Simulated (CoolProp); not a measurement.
Vapour-liquid equilibrium of R113 (1) + acetone (2) at 371.4 K; x and y are mole fractions of (1).

Computed with CoolProp (multi-fluid Helmholtz-energy mixture model, Marx 1992 and Lemmon 2006; pair parameters Bell 2016).

```
x     bubble pressure (bar)  y at the bubble point  dew pressure at overall composition x (bar)  liquid density (mol/L)
----  ---------------------  ---------------------  -------------------------------------------  ----------------------
0.05                  3.781                  0.098                                        3.670                   11.62
0.15                  4.132                  0.244                                        3.904                   10.93
0.25                  4.381                  0.350                                        4.146              (withheld)
0.35                  4.553                  0.434                                        4.381                   9.765
0.45                  4.662                  0.506                                        4.580                   9.268
0.55                  4.720                  0.573                                   (withheld)              (withheld)
0.65                  4.729                  0.640                                        4.726                   8.422
0.75                  4.683                  0.714                                        4.642                   8.065
0.85                  4.567                  0.803                                        4.487              (withheld)
0.95                  4.351                  0.921                                        4.293                   7.462
```

Problem. What belongs in the gaps?

Solution. 
- 0.25, liquid density (mol/L): 10.32
- 0.55, dew pressure at overall composition x (bar): 4.706
- 0.55, liquid density (mol/L): 8.822
- 0.85, liquid density (mol/L): 7.746

y crosses x between x = 0.55 and 0.65: the model has an azeotrope there.

Pair parameters are fitted to limited data, so mixtures are less certain than the pure fluids.
